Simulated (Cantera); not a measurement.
An adiabatic, constant-volume homogeneous reactor starts with CH₄ : O₂ : N₂ = 1 : 2.53 : 13.4 (molar parts), equivalence ratio 0.79, at 1650 K and 0.760 atm. Integrator tolerance rtol = 1e-08.

Detailed kinetics in Cantera: GRI-Mech 3.0 (53 species, 325 reactions).

Question: What does this change do: initial temperature 1650 to 1800 K?

Answer: 
| quantity | before | after |
|---|---|---|
| time of steepest temperature rise | 0.456 ms | 0.166 ms |
| temperature at 0.300 s | 2720 K | 2773 K |
| equilibrium temperature | 2720 K | 2773 K |
| x(CH₄) at 0.300 s | <1e-12 (gas-phase equilibrium <1e-12) | <1e-12 (gas-phase equilibrium <1e-12) |
| x(O₂) at 0.300 s | 0.0321 (gas-phase equilibrium 0.0321) | 0.0328 (gas-phase equilibrium 0.0328) |
| x(HO₂) at 0.300 s | 6.23e-6 (gas-phase equilibrium 6.23e-6) | 6.84e-6 (gas-phase equilibrium 6.84e-6) |
| x(CH₂CO) at 0.300 s | <1e-12 (gas-phase equilibrium <1e-12) | <1e-12 (gas-phase equilibrium <1e-12) |
| x(CH₃) at 0.300 s | <1e-12 (gas-phase equilibrium <1e-12) | <1e-12 (gas-phase equilibrium <1e-12) |
| x(CO) at 0.300 s | 0.0199 (gas-phase equilibrium 0.0199) | 0.0232 (gas-phase equilibrium 0.0232) |
| x(CO₂) at 0.300 s | 0.0377 (gas-phase equilibrium 0.0377) | 0.0341 (gas-phase equilibrium 0.0341) |
